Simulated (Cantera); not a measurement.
Cantera run:

```python
import numpy as np
import cantera as ct

gas_names = """
    H H2 N NH NH2 NH3 N2 N2H2 N2H4 Zr ZrN
""".split()
cond_names = """
    Zr(a) Zr(b) Zr(L) ZrN(s) ZrN(L)
""".split()


# ... load() reads the species with a 1 bar reference pressure and builds the phases ...
atoms = {
    'ZrN': {'Zr': 1, 'N': 1},
    'H2': {'H': 2},
}
top_T = {}  # K; cautious upper limits of use, not melting points


# ... equilibrate(T, P, feed) seeds the gas with the atoms and calls Mixture.equilibrate('TP', solver="vcs", rtol=1e-11, max_steps=5000) ...
results = []
feed = {'ZrN': 1, 'H2': 5}  # mol
T = 1575  # K
P = 133.322  # Pa
mix = equilibrate(T, P, feed)
results.append((T, P, feed, dict(zip(mix.species_names, mix.species_moles))))
print(gas.report(threshold=1e-06))
for i in range(1, mix.n_phases):
    print(f"{mix.phase(i).name:16s} {mix.phase_moles(i):12.5e} mol")
```

It prints:

```
       temperature   1575 K
          pressure   133.32 Pa
           density   2.0513e-05 kg/m^3
  mean mol. weight   2.0149 kg/kmol
   phase of matter   gas

                          1 kg             1 kmol
                     ---------------   ---------------
          enthalpy        1.9359e+07        3.9006e+07  J
   internal energy         1.286e+07         2.591e+07  J
           entropy        1.1691e+05        2.3556e+05  J/K
    Gibbs function       -1.6478e+08         -3.32e+08  J
 heat capacity c_p             16201             32642  J/K
 heat capacity c_v             12074             24328  J/K

                      mass frac. Y      mole frac. X     chem. pot. / RT
                     ---------------   ---------------   ---------------
                 H        0.00056907         0.0011375           -12.684
                H2           0.99943           0.99886           -25.367
     [   +9 minor]        1.8482e-09        5.3208e-11

Zr(b)             0.00000e+00 mol
ZrN(s)            1.00000e+00 mol
```

Cantera equilibrium calculation (NASA polynomials, part measured and part estimated; ideal gas, pure solids and liquids). ZrN: taken at fixed stoichiometry.
